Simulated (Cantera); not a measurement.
Feed: 1 mol Si(CH3)4, 620 mol H2, 0.14 mol C2H4, equilibrated at 2375 K and 1.33 mbar.

Equilibrium computed with Cantera from the NASA thermochemical tables; the gas is ideal and each condensed phase is pure. Candidate condensed phases: C, C6H6, C7H8, C8H18, Si, SiC; 87 gas species. Kinetics and transport are ignored.

Base state: H2 0.678, H 0.318, C2H2 (acetylene) 0.00261, Si 0.00120, SiC2 0.000132, C2H 6.65e-5, C3 2.35e-5, C 1.61e-5 (mole fractions); condensed: gas only.

Task: What changes in the equilibrium state with this change: pressure from 1.33 mbar to 1.00 bar?

Result: 
| species | before | after |
|---|---|---|
| H2 | 0.678 | 0.982 |
| H | 0.318 | 0.0140 |
| C2H2 (acetylene) | 0.00261 | 0.00289 |
| Si | 0.00120 | 0.000453 |
| CH4 | 8.97e-8 | 0.000123 |
| C3 | 2.35e-5 | 2.09e-8 |
| C | 1.61e-5 | 1.88e-8 |
| SiH2 | 3.88e-7 | 0.000160 |
| Si2C | 4.90e-7 | 4.60e-5 |
| SiC(s), mol | 0 | 0.436 |
Gases not in the tables: Si2H6 and higher silanes.

Task: What changes in the equilibrium state with this change: temperature from 2375 K to 1048 K?

Result: 
| species | before | after |
|---|---|---|
| H2 | 0.678 | 1.000 |
| CH4 | 8.97e-8 | 7.78e-5 |
| H | 0.318 | 2.12e-7 |
| C2H2 (acetylene) | 0.00261 | 3.94e-9 |
| Si | 0.00120 | <1e-9 |
| SiC2 | 0.000132 | <1e-9 |
| C2H | 6.65e-5 | <1e-9 |
| C3 | 2.35e-5 | <1e-9 |
| C(graphite), mol | 0 | 3.23 |
| SiC(s), mol | 0 | 1.00 |

Task: What changes in the equilibrium state with this change: C2H4 from 0.14 to 0.77 mol?

Result: 
```
species             before     after
----------------  --------  --------
H2                   0.678     0.677
H                    0.318     0.318
C2H2 (acetylene)   0.00261   0.00337
Si                 0.00120   0.00116
C3                 2.35e-5   3.45e-5
C2H                6.65e-5   8.59e-5
SiC2              0.000132  0.000165
```
